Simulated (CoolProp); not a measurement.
Saturation properties of o-xylene (Tc = 630.3 K, pc = 37.37 bar, ω = 0.312).

Values from CoolProp's reference Helmholtz-energy equation of state, Zhou 2012.

```tsv
T (K)	p (bar)	vapour density (kg/m³)	liquid viscosity (µPa s)	vapour viscosity (µPa s)
319.2	0.02809	0.1128	582	7.02
328.3	0.04363	0.1706	526	7.20
337.5	0.06619	0.2522	478	7.38
346.6	0.09741	0.3623	437	7.55
355.8	0.1406	0.5108	401	7.74
364.9	0.1978	0.7030	370	7.92
374.1	0.2738	0.9531	342	8.11
383.2	0.3708	1.266	318	8.30
392.4	0.4955	1.661	296	8.49
401.5	0.6499	2.143	277	8.68
410.7	0.8429	2.736	259	8.87
```

It boils at 417.5 K under 1 atm.

Viscosity comes from a separate model (Cao 2016).
